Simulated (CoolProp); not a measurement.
A simple Rankine cycle with ethanol: condensing at 309.15 K, boiler at 3.14 MPa, turbine inlet 515.9 K, turbine efficiency 0.85, pump efficiency 0.6, no recuperator. Each further row changes one setting.

Values from CoolProp's reference Helmholtz-energy equation of state, Schroeder 2014.

| case | thermal efficiency (%) | net work (kJ/kg) | heat in (kJ/kg) | turbine exit temperature (K) | volume ratio over the turbine |
|---|---|---|---|---|---|
| as stated | 24.4 | 292 | 1200 | 309.2 | 155 |
| turbine inlet 535.9 K | 24.9 | 312 | 1250 | 330.9 | 154 |
| condensing temperature 301.15 K | 25.6 | 311 | 1220 | 301.2 | 232 |
| boiler pressure 2.2 MPa | 23.6 | 289 | 1230 | 328.0 | … |
| turbine efficiency 0.75 | … | 257 | 1200 | … | 166 |

What belongs in the gaps?


- boiler pressure 2.2 MPa, volume ratio over the turbine: 108
- turbine efficiency 0.75, thermal efficiency (%): 21.5
- turbine efficiency 0.75, turbine exit temperature (K): 329.7

The expansion ends wet for: as stated; condensing temperature 301.15 K.
